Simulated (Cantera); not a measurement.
A Cantera script and what it prints.

```python
import numpy as np
import cantera as ct

gas_names = """
    N NO NO2 NO3 N2 N2O O O2 O3 Si SiN SiO SiO2 Si2 Si2N Si3
""".split()
cond_names = """
    Si(cr) Si(L) SiO2(Lqz) SiO2(hqz) SiO2(L) Si2N2O(s) Si3N4(a)
""".split()


# ... load() reads the species with a 1 bar reference pressure and builds the phases ...
atoms = {
    'Si3N4': {'Si': 3, 'N': 4},
    'N2O': {'N': 2, 'O': 1},
    'N2': {'N': 2},
}
top_T = {'Si2N2O(s)': 2100, 'Si3N4(a)': 2400}  # K; cautious upper limits of use, not melting points


# ... equilibrate(T, P, feed) seeds the gas with the atoms and calls Mixture.equilibrate('TP', solver="vcs", rtol=1e-11, max_steps=5000) ...
results = []
feed = {'Si3N4': 1, 'N2O': 0.16, 'N2': 52}  # mol
T = 1248.15  # K
P = 100000  # Pa
mix = equilibrate(T, P, feed)
results.append((T, P, feed, dict(zip(mix.species_names, mix.species_moles))))
print(gas.report(threshold=1e-06))
for i in range(1, mix.n_phases):
    print(f"{mix.phase(i).name:16s} {mix.phase_moles(i):12.5e} mol")
```

It prints:

```
       temperature   1248.2 K
          pressure   1e+05 Pa
           density   0.26994 kg/m^3
  mean mol. weight   28.014 kg/kmol
   phase of matter   gas

                          1 kg             1 kmol
                     ---------------   ---------------
          enthalpy        1.0611e+06        2.9724e+07  J
   internal energy         6.906e+05        1.9347e+07  J
           entropy            8408.3        2.3555e+05  J/K
    Gibbs function       -9.4337e+06       -2.6428e+08  J
 heat capacity c_p            1208.1             33842  J/K
 heat capacity c_v            911.26             25528  J/K

                      mass frac. Y      mole frac. X     chem. pot. / RT
                     ---------------   ---------------   ---------------
                N2                 1                 1           -25.466
     [  +15 minor]        4.1479e-12         2.636e-12

Si(cr)            0.00000e+00 mol
SiO2(hqz)         0.00000e+00 mol
Si2N2O(s)         1.60000e-01 mol
Si3N4(a)          8.93333e-01 mol
```

Method: chemical equilibrium by Gibbs-energy minimisation in Cantera with the NASA 1993 tables (ideal gas, pure condensed phases). Mutual solubility and eutectic melting of coexisting phases are not modelled.
